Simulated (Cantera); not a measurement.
Charge: 1 mol Al(CH3)3, 79 mol N2, 35 mol H2, equilibrated at 0.133 bar.

Equilibrium computed with Cantera from the NASA thermochemical tables; the gas is ideal and each condensed phase is pure. Candidate condensed phases: Al, AlN, C, C6H6, C7H8, C8H18; 97 gas species. The feed counts by its element totals alone. Kinetics and transport are ignored.

### Question
Which condensed phases are stable at each of these points (T (K)): 1248, 1323, 1398, 1473, 1548, 1623, 1698, 1773, 1848, 1923, 1998, 2073, 2148, 2223?

### Answer
```tsv
T (K)	condensed phases	Al condensed (%)
1248	AlN(s) + C(graphite)	100.0
1323	AlN(s) + C(graphite)	100.0
1398	AlN(s) + C(graphite)	100.0
1473	AlN(s) + C(graphite)	100.0
1548	AlN(s) + C(graphite)	100.0
1623	AlN(s) + C(graphite)	100.0
1698	AlN(s) + C(graphite)	100.0
1773	AlN(s) + C(graphite)	99.9
1848	AlN(s) + C(graphite)	99.7
1923	AlN(s) + C(graphite)	98.6
1998	AlN(s) + C(graphite)	93.7
2073	AlN(s) + C(graphite)	75.4
2148	AlN(s) + C(graphite)	11.5
2223	C(graphite)	0.0
```

From 1248 K to 2148 K the condensed part is AlN(s) + C(graphite). At 2223 K the condensed part is C(graphite).
